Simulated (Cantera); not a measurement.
## CH3F + F2 (fluorocarbon and chlorocarbon gases)

A closed system holds: 1 mol CH3F, 0.079 mol F2, at 0.00133 bar.

Method: chemical equilibrium by Gibbs-energy minimisation in Cantera with the NASA 1993 tables (ideal gas, pure condensed phases). Candidate condensed phases: C, C6H6, C7H8, C8H18; 95 gas species. Equilibrium is a limit: real reactors are often held back by kinetics, nucleation or transport.

```tsv
T (K)	log p H	log p HF	log p H2	log p F	log p C	log p C3	log p C2	n C(graphite)
1250	-7.93	-3.13	-3.23	-13.33	<-14	<-14	<-14	1.000
1450	-6.64	-3.13	-3.23	-11.26	<-14	<-14	<-14	1.000
1650	-5.66	-3.13	-3.23	-9.69	-14.49	<-14	<-14	1.000
1850	-4.89	-3.13	-3.24	-8.45	-12.03	-12.30	-13.38	1.000
2050	-4.27	-3.14	-3.26	-7.45	-10.06	-10.04	-11.11	0.998
2250	-3.79	-3.16	-3.33	-6.62	-8.44	-8.19	-9.24	0.995
2450	-3.44	-3.19	-3.49	-5.89	-7.08	-6.65	-7.69	0.987
2650	-3.23	-3.25	-3.80	-5.20	-5.93	-5.35	-6.37	0.950
2850	-3.15	-3.33	-4.28	-4.54	-4.95	-4.24	-5.24	0.499
3050	-3.13	-3.50	-4.79	-4.01	-4.35	-4.05	-4.78	0
3250	-3.11	-3.80	-5.23	-3.70	-3.96	-4.30	-4.65	0
```
log p: log10 of the partial pressure in bar; n: condensed amount in mol.

From 1250 K to 2850 K the condensed part is C(graphite). From 3050 K to 3250 K nothing is condensed. The main C-bearing gas is CH4 at 1250 K and C3 at 3250 K.
